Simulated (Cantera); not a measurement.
**Hydrocarbon pyrolysis for carbon deposition**

An isothermal, constant-pressure homogeneous reactor starts with CH4 : H2 = 1 : 1.8 (molar parts), at 1525 K and 1330 Pa.

Model: GRI-Mech 3.0 (53 species, 325 reactions), integrated in Cantera. GRI-Mech 3.0 stops at C3 and has no aromatics, soot or wall deposition, so with more carbon than oxygen in the feed, carbon stays in small species such as C2H2 where larger ones or solid carbon would form. Radical loss at walls, strong at low pressure, is not modelled.

```csv
t (s),x CH4,x H2,x C2H4,x CH3,x H,x C2H2,x C2H6
3.00e-6,0.357,0.643,<1e-12,1.92e-8,1.50e-8,<1e-12,<1e-12
8.35e-6,0.357,0.643,<1e-12,6.12e-8,3.40e-8,<1e-12,<1e-12
2.32e-5,0.357,0.643,<1e-12,2.03e-7,6.22e-8,<1e-12,<1e-12
6.46e-5,0.357,0.643,<1e-12,6.33e-7,1.04e-7,<1e-12,<1e-12
0.000180,0.357,0.643,4.62e-12,1.84e-6,2.12e-7,<1e-12,5.66e-12
0.000500,0.357,0.643,1.44e-10,5.20e-6,5.10e-7,<1e-12,1.33e-10
0.00139,0.357,0.643,3.59e-9,1.45e-5,1.34e-6,2.56e-12,2.88e-9
0.00387,0.357,0.643,8.11e-8,4.04e-5,3.64e-6,1.81e-10,5.83e-8
0.0108,0.357,0.643,1.76e-6,0.000111,9.95e-6,1.40e-8,1.02e-6
0.0300,0.357,0.643,3.61e-5,0.000293,2.62e-5,1.26e-6,1.23e-5
0.0834,0.355,0.644,0.000545,0.000641,5.78e-5,0.000104,6.59e-5
0.232,0.344,0.650,0.00223,0.000776,7.31e-5,0.00251,9.51e-5
0.646,0.314,0.669,0.00239,0.000720,7.63e-5,0.0135,8.10e-5
1.80,0.251,0.709,0.00166,0.000602,8.44e-5,0.0373,5.50e-5
5.00,0.156,0.769,0.000852,0.000416,0.000101,0.0730,2.47e-5
```
x: mole fraction; the columns are a selection and need not sum to one.

Equilibrium at this temperature and pressure: CH4 0.00252, H2 0.867, C2H4 0.000332, CH3 1.13e-5, H 0.000192, C2H2 0.130, C2H6 2.74e-8 (gas phase only).
